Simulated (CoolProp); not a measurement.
Aqueous ethylene glycol as a coolant, at 29 °C, 1 atm.

Values from CoolProp's Melinder's fits for secondary coolants.

```csv
mass %,freezing point (°C),conductivity (W/(m K)),viscosity (mPa s),cp (kJ/(kg K)),Prandtl number
5.4,-1.7,0.587,0.914,4.110,6.40
12.1,-4.2,0.555,1.07,4.025,7.78
18.7,-7.3,0.524,1.27,3.932,[?]
25.3,-11.2,0.494,1.50,[?],11.6
31.9,-16.1,0.465,1.76,3.710,14.1
38.6,-22.3,0.438,2.09,3.582,17.1
45.2,-29.8,0.412,2.47,[?],20.7
51.8,-38.5,[?],2.94,3.323,25.2
58.4,-48.6,0.366,3.50,3.188,30.5
```

What belongs in the gaps?


- 18.7, Prandtl number: 9.51
- 25.3, cp (kJ/(kg K)): 3.827
- 45.2, cp (kJ/(kg K)): 3.453
- 51.8, conductivity (W/(m K)): 0.388
